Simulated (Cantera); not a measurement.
A closed system holds: 1 mol TiO2, 0.43 mol MgCl2, 2.1 mol O2, held at 0.525 Torr.

Cantera equilibrium calculation (NASA polynomials, part measured and part estimated; ideal gas, pure solids and liquids). Candidate condensed phases: Mg, MgCl2, MgO, MgTiO3, MgTi2O5, Mg2TiO4, Ti, TiCl2, TiCl3, TiCl4, TiO, TiO2, Ti2O3, Ti3O5, Ti4O7; 20 gas species. Mutual solubility and eutectic melting of coexisting phases are not modelled. Condensed phases not in the tables: alloys, solid solutions and most ternary compounds. The numbers say what is thermodynamically allowed, not how fast it happens. All values below are at 1152 °C.

Base state: O2 0.718, Cl 0.238, Cl2 0.0336, MgCl2 0.00996, ClO 0.000145, O 4.44e-5 (mole fractions); condensed: MgTi2O5(s) + TiO2(rutile).

Problem. What changes in the equilibrium state with this change: pressure from 0.525 Torr to 1 atm?

Solution. 
```
species              before     after
-----------------  --------  --------
O2                    0.718     0.808
Cl2                  0.0336     0.176
Cl                    0.238    0.0143
TiCl4               4.74e-7   1.15e-5
MgCl2               0.00996   0.00129
O                   4.44e-5   1.24e-6
ClO                0.000145  0.000352
MgTi2O5(s), mol       0.404     0.427
TiO2(rutile), mol     0.193     0.146
```
